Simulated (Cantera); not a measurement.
Cantera run, input and output.

```python
import numpy as np
import cantera as ct

gas = ct.Solution("h2o2.yaml")
gas.TPX = 1350, 480, {'H2': 0.0096, 'O2': 1}
reactor = ct.IdealGasConstPressureReactor(gas, energy="off", clone=False)
net = ct.ReactorNet([reactor])
net.rtol, net.atol = 1e-08, 1e-18
show = ['H2', 'O2', 'HO2', 'O', 'H']
times = np.geomspace(1e-06, 7, 15)

steps = ct.SolutionArray(gas, extra=["t"])
rows = []
print(f"{'t/s':>10s}{'T/K':>9s}{'P/Pa':>11s}" + "".join(f"{s:>11s}" for s in show))
for t in times:
    while net.time < t:
        t_next = net.step()
        steps.append(gas.state, t=t_next)
    rows.append([np.interp(t, steps.t, y) for y in (steps.T, steps.P, *steps(*show).X.T)])
    print(f"{t:10.3e}{rows[-1][0]:9.1f}{rows[-1][1]:11.4g}" + "".join(f"{x:11.3e}" for x in rows[-1][2:]))
rate = np.gradient(steps.T, steps.t)
print("integrator steps:", len(steps.t))
if steps.T.max() > steps.T[0] + 200:
    print(f"time of steepest temperature rise: {steps.t[rate.argmax()]:.4e} s")
gas.TPX = 1350, 480, {'H2': 0.0096, 'O2': 1}
gas.equilibrate("TP")
print(f"equilibrium (TP): T = {gas.T:.1f} K  " + "  ".join(f"{s} {gas[s].X[0]:.3e}" for s in show))
```

Result:

```
       t/s      T/K       P/Pa         H2         O2        HO2          O          H
 1.000e-06   1350.0        480  9.509e-03  9.905e-01  3.866e-11  3.001e-13  3.836e-11
 3.083e-06   1350.0        480  9.509e-03  9.905e-01  1.192e-10  2.825e-12  1.164e-10
 9.503e-06   1350.0        480  9.509e-03  9.905e-01  3.674e-10  2.586e-11  3.417e-10
 2.930e-05   1350.0        480  9.509e-03  9.905e-01  1.133e-09  2.227e-10  9.129e-10
 9.031e-05   1350.0        480  9.509e-03  9.905e-01  3.492e-09  1.620e-09  1.941e-09
 2.784e-04   1350.0        480  9.509e-03  9.905e-01  1.076e-08  8.890e-09  3.136e-09
 8.582e-04   1350.0        480  9.509e-03  9.905e-01  3.316e-08  4.522e-08  6.609e-09
 2.646e-03   1350.0        480  9.508e-03  9.905e-01  1.020e-07  4.504e-07  4.317e-08
 8.156e-03   1350.0        480  9.358e-03  9.903e-01  2.995e-07  9.846e-05  8.872e-06
 2.514e-02   1350.0        480  4.588e-05  9.814e-01  1.761e-07  8.369e-03  2.990e-04
 7.751e-02   1350.0        480  3.583e-05  9.815e-01  1.695e-07  8.260e-03  2.813e-04
 2.389e-01   1350.0        480  3.397e-05  9.820e-01  1.650e-07  7.810e-03  2.589e-04
 7.366e-01   1350.0        480  2.904e-05  9.832e-01  1.525e-07  6.626e-03  2.030e-04
 2.271e+00   1350.0        480  1.902e-05  9.857e-01  1.221e-07  4.269e-03  1.057e-04
 7.000e+00   1350.0        480  7.449e-06  9.885e-01  7.188e-08  1.638e-03  2.535e-05
integrator steps: 771
equilibrium (TP): T = 1350.0 K  H2 2.842e-08  O2 9.904e-01  HO2 1.538e-08  O 6.101e-06  H 5.838e-09
```

Detailed kinetics in Cantera: the H2/O2 subset of GRI-Mech 3.0, which has no nitrogen chemistry. Radical loss at walls, strong at low pressure, is not modelled.
